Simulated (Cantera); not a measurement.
An adiabatic, constant-volume homogeneous reactor starts with 13.4 % CH4, 16.8 % O2, 63.0 % N2, 6.84 % CO2, at 1350 K and 3.30 bar.

Detailed kinetics in Cantera: GRI-Mech 3.0 (53 species, 325 reactions).

Q: Predict: time of steepest temperature rise; temperature at 0.100 s; equilibrium temperature; x(O2) at 0.100 s; x(CO2) at 0.100 s; x(HCN) at 0.100 s.

A: 
```json
{
  "time_of_steepest_temperature_rise": "3.20 ms",
  "temperature at 0.100 s": "2774 K",
  "equilibrium_temperature": "2774 K",
  "x(O2) at 0.100 s": "0.000497 (gas-phase equilibrium 0.000497)",
  "x(CO2) at 0.100 s": "0.0565 (gas-phase equilibrium 0.0565)",
  "x(HCN) at 0.100 s": "1.15e-7 (gas-phase equilibrium 1.15e-7)"
}
```
